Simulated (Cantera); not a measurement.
Feed: 1 mol Fe2O3, 1.5 mol H2O, 5.7 mol H2, held at 1302 °C and 10000 Pa.

These are equilibrium values from Cantera (NASA tables, ideal gas, pure condensed phases), not measurements of a reactor. Candidate condensed phases: Fe, FeO, Fe(OH)2, Fe(OH)3, Fe2O3, Fe3O4, H2O; 12 gas species. The tables' stoichiometric FeO is somewhat more stable than real wüstite, so its field is too wide. FeO: taken at fixed stoichiometry. Equilibrium is a limit: real reactors are often held back by kinetics, nucleation or transport.

Base state: H2 0.653, H2O 0.347, H 0.000106, Fe(OH)2 1.07e-5 (mole fractions); condensed: FeO(s).

### Question
What changes in the equilibrium state with this change: Fe2O3 replaced by AlN?

### Answer
```
species          before     after
-------------  --------  --------
H2                0.653     0.935
N2                    0    0.0649
H              0.000106  0.000127
H2O               0.347   6.11e-6
Fe(OH)2         1.07e-5         0
FeO(s), mol        2.00         0
Al2O3(s), mol         0     0.500
```
Further candidate phases: Al, AlN, Al2O3.
